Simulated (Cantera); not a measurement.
# Hydrocarbon pyrolysis for carbon deposition

A perfectly stirred reactor is fed with 10.8 % CH₄, 89.2 % H₂, at 100.0 Torr; it is held at 1650 K, and followed from long to short residence time.

Detailed kinetics in Cantera: GRI-Mech 3.0 (53 species, 325 reactions). GRI-Mech 3.0 stops at C3 and has no aromatics, soot or wall deposition, so with more carbon than oxygen in the feed, carbon stays in small species such as C2H2 where larger ones or solid carbon would form.

| τ (s) | x CH₄ | x H₂ | x C₂H₂ | x C₂H | x CH₂ |
|---|---|---|---|---|---|
| 23 | 0.0113 | 0.945 | 0.0430 | 4.73e-8 | 1.40e-8 |
| 5.5 | 0.0207 | 0.940 | 0.0388 | 4.14e-8 | 2.40e-8 |
| 1.3 | 0.0389 | 0.930 | 0.0305 | 3.12e-8 | 4.01e-8 |
| 0.31 | 0.0656 | 0.915 | 0.0184 | 1.78e-8 | 5.89e-8 |
| 0.073 | 0.0904 | 0.901 | 0.00717 | 6.58e-9 | 7.19e-8 |
| 0.017 | 0.103 | 0.895 | 0.00163 | 1.40e-9 | 7.12e-8 |
| 0.0041 | 0.106 | 0.893 | 0.000161 | 1.12e-10 | 4.89e-8 |
x: mole fraction; the columns are a selection and need not sum to one.
